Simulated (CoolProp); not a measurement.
Properties of ammonia at several states.

The numbers come from the reference Helmholtz-energy equation of state, Gao 2020 in CoolProp.

```csv
T (K),p (bar),phase,density (kg/m³),cv (kJ/(kg K)),speed of sound (m/s),expansivity (1/kK),viscosity (µPa s),conductivity (mW/(m K))
666.8,67,gas,21.23,2.329,621.7,1.726,24.6,80.0
629.3,3.86,gas,1.259,2.214,611.8,1.605,22.8,72.5
490.4,621,supercritical,401.1,2.590,858.0,3.533,50.8,248
348.1,1.22,gas,0.7229,1.705,466.3,2.948,12.0,30.3
```

Viscosity comes from a separate model (Fenghour 1995). Thermal conductivity comes from a separate model (Tufeu 1984).
